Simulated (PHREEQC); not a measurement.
Make-up at 25 °C: 0.0019 mol Cu(BF4)2 and 7.4e-05 mol KCl per kg of water. Closed to the air; pH follows from the charge balance.

Model: ion-association model, wateq4f.dat, run in PHREEQC.

This is a speciation only: nothing precipitates in the calculation.

Q: Predict the pH, ionic strength.

A: pH 3.02; ionic strength 0.00672 mol/kgw.

Q: In which forms is Cu present?

A: Cu+2 97 %, CuF+ 2.6 % of the Cu.

Complexes and solids missing from the database can't appear. Real BF4- forms and hydrolyses slowly; the run takes it at equilibrium.
